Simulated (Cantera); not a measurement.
## Low-pressure radical oxidation in H2/O2

An isothermal, constant-pressure homogeneous reactor starts with 3.38 % H2, 96.6 % O2, at 1300 K and 0.00168 atm.

Computed with Cantera and the H2/O2 subset of GRI-Mech 3.0, which has no nitrogen chemistry. Radical loss at walls, strong at low pressure, is not modelled. The temperature is held fixed by assumption; the heat of reaction is taken as removed at once.

| t (s) | x H2 | x O2 | x OH | x H2O | x O | x H |
|---|---|---|---|---|---|---|
| 0.000600 | 0.0338 | 0.966 | 8.40e-9 | 2.98e-9 | 9.41e-9 | 6.72e-9 |
| 0.00258 | 0.0338 | 0.966 | 1.22e-7 | 1.53e-7 | 1.58e-7 | 5.22e-8 |
| 0.0111 | 0.0332 | 0.966 | 0.000247 | 0.000432 | 0.000331 | 0.000100 |
| 0.0477 | 0.000416 | 0.936 | 0.00328 | 0.0300 | 0.0263 | 0.00346 |
| 0.205 | 0.000404 | 0.937 | 0.00323 | 0.0302 | 0.0255 | 0.00331 |
| 0.881 | 0.000359 | 0.941 | 0.00305 | 0.0307 | 0.0224 | 0.00273 |
| 3.79 | 0.000224 | 0.950 | 0.00243 | 0.0320 | 0.0135 | 0.00130 |
| 16.3 | 5.59e-5 | 0.962 | 0.00122 | 0.0336 | 0.00326 | 0.000155 |
| 70.0 | 5.56e-6 | 0.965 | 0.000385 | 0.0342 | 0.000320 | 4.79e-6 |
x: mole fraction; the columns are a selection and need not sum to one.

Equilibrium at this temperature and pressure: H2 7.41e-8, O2 0.966, OH 4.45e-5, H2O 0.0344, O 4.24e-6, H 7.35e-9 (gas phase only).
